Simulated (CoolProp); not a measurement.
A single-stage vapour-compression cycle with propylene: evaporating at 265.15 K (dew point), condensing at 334.15 K (bubble point), superheat 2 K, subcooling 5 K, compressor efficiency 0.75, no pressure losses. Each further row changes one setting.

Model: reference Helmholtz-energy equation of state, Lemmon 2013, in CoolProp.

| case | cooling COP | pressure ratio | discharge temperature (K) | refrigerating effect (kJ/kg) | volumetric capacity (kJ/m³) |
|---|---|---|---|---|---|
| as stated | ? | 5.65 | 363.3 | 221 | 2120 |
| evaporating temperature 270.15 K | ? | 4.84 | 360.7 | ? | 2520 |
| condensing temperature 329.15 K | ? | 5.10 | ? | ? | 2270 |
| subcooling 10 K | 2.05 | 5.65 | 363.3 | 237 | 2280 |
| superheat 12 K | 1.94 | 5.65 | 373.3 | 237 | ? |
| compressor efficiency 0.65 | 1.66 | 5.65 | 371.2 | 221 | 2120 |

**Question.** Some entries are withheld; supply them.

**Answer.** 
- as stated, cooling COP: 1.92
- evaporating temperature 270.15 K, cooling COP: 2.16
- evaporating temperature 270.15 K, refrigerating effect (kJ/kg): 226
- condensing temperature 329.15 K, cooling COP: 2.18
- condensing temperature 329.15 K, discharge temperature (K): 357.1
- condensing temperature 329.15 K, refrigerating effect (kJ/kg): 236
- superheat 12 K, volumetric capacity (kJ/m³): 2170
